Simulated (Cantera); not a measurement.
## Chemical vapour transport: MgO + I2

A closed system holds: 1 mol MgO, 0.011 mol I2, held at 39.0 mbar.

Equilibrium computed with Cantera from the NASA thermochemical tables; the gas is ideal and each condensed phase is pure. Candidate condensed phases: I2, Mg, MgI2, MgO; 10 gas species. Rates play no part.

```
T (°C)     x I    x I2    x MgI2      x O2       x O     x MgI  n MgO(s)
------  ------  ------  --------  --------  --------  --------  --------
627     0.0957   0.904  2.73e-10  1.36e-10    <1e-12    <1e-12      1.00
702      0.198   0.802   2.96e-9   2.00e-9    <1e-12    <1e-12      1.00
777      0.352   0.648   2.55e-8   1.27e-8    <1e-12    <1e-12      1.00
852      0.536   0.464   1.36e-7   6.80e-8  6.09e-12    <1e-12      1.00
927      0.710   0.290   5.21e-7   2.61e-7  6.48e-11  3.39e-12      1.00
1002     0.838   0.162   1.52e-6   7.61e-7  4.93e-10  4.60e-11      1.00
1077     0.914  0.0858   3.63e-6   1.82e-6   2.88e-9  4.55e-10      1.00
1152     0.955  0.0452   7.52e-6   3.76e-6   1.36e-8   3.48e-9      1.00
1227     0.975  0.0245   1.41e-5   7.04e-6   5.45e-8   2.15e-8      1.00
```
x: gas mole fraction; n: condensed amount in mol.

From 627 °C to 1227 °C the condensed part is MgO(s).
